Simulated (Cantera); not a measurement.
Charge: 1 mol SiHCl3, 0.63 mol NH3, 3.7 mol H2, at 1477 °C and 2.90 mbar.

Cantera equilibrium calculation (NASA polynomials, part measured and part estimated; ideal gas, pure solids and liquids). Candidate condensed phases: NH4Cl, Si, Si3N4; 28 gas species. The tables' values for SiCl3, SiCl are old estimates; treat these amounts as uncertain. Gases not in the tables: Si2H6 and higher silanes. The numbers say what is thermodynamically allowed, not how fast it happens.

Base state: H2 0.655, HCl 0.161, SiCl2 0.132, N2 0.0451, H 0.00350, SiCl3 0.000899, Cl 0.000665, SiCl 0.000653 (mole fractions); condensed: Si(l).

**Question.** What changes in the equilibrium state with this change: pressure from 2.90 mbar to 0.250 bar?

**Answer.** 
```json
[
 {"species": "H2", "before": "0.655", "after": "0.662"},
 {"species": "HCl", "before": "0.161", "after": "0.186"},
 {"species": "SiCl2", "before": "0.132", "after": "0.112"},
 {"species": "N2", "before": "0.0451", "after": "0.0295"},
 {"species": "Si", "before": "0.000518", "after": "3.86e-6"},
 {"species": "SiCl4", "before": "1.09e-5", "after": "0.00104"},
 {"species": "SiHCl3", "before": "9.75e-6", "after": "0.000818"},
 {"species": "Si(l), mol", "before": "0.0624", "after": "0"},
 {"species": "Si3N4(s), mol", "before": "0", "after": "0.0570"}
]
```
